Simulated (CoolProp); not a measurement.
Aqueous methanol as a coolant, 26 % by mass, freezing at -21.2 °C, 1 atm.

Values from CoolProp's Melinder's fits for secondary coolants.

| T (°C) | conductivity (W/(m K)) | viscosity (mPa s) | density (kg/m³) | Prandtl number |
|---|---|---|---|---|
| -16.1 | ? | 7.43 | 969.8 | 67.6 |
| -10.2 | 0.426 | 5.53 | 968.4 | 50.4 |
| -4.3 | 0.431 | 4.22 | 966.7 | ? |
| 1.6 | 0.436 | 3.30 | 964.8 | 29.9 |
| 7.6 | 0.441 | 2.62 | 962.7 | 23.7 |
| 13.5 | 0.446 | 2.13 | 960.5 | 19.2 |
| 19.4 | 0.452 | 1.76 | ? | 15.7 |
| 25.3 | 0.457 | 1.48 | 955.4 | 13.1 |
| 31.2 | 0.462 | 1.26 | 952.6 | 11.0 |
| 37.2 | 0.467 | 1.08 | ? | 9.34 |

What belongs in the gaps?


- -16.1, conductivity (W/(m K)): 0.421
- -4.3, Prandtl number: 38.4
- 19.4, density (kg/m³): 958.0
- 37.2, density (kg/m³): 949.5
